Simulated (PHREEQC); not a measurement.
Dissolve 0.046 mol/kgw (CH3)4NF at 20 °C. Closed to the air; pH follows from the charge balance.

The numbers come from PHREEQC with the ion-association model, phreeqc.dat.

| quantity | before | after |
|---|---|---|
| pH | 7.93 | 7.07 |
| ionic strength (mol/kgw) | 0.0460 | 0.0460 |

Problem. Name the change that produced these shifts.
A. temperature from 20 to 70 °C
B. (CH3)4NF from 0.046 to 0.0092 mol/kgw
C. (CH3)4NF replaced by NaHF2 at the same molality
D. (CH3)4NF from 0.046 to 0.46 mol/kgw
E. (CH3)4NF replaced by (CH3)4NCl at the same molality

Solution. E, (CH3)4NF replaced by (CH3)4NCl at the same molality

No solid was allowed to form. (CH3)4N+ isn't in the database: it is added as a free cation with an ion size of 4 Å.
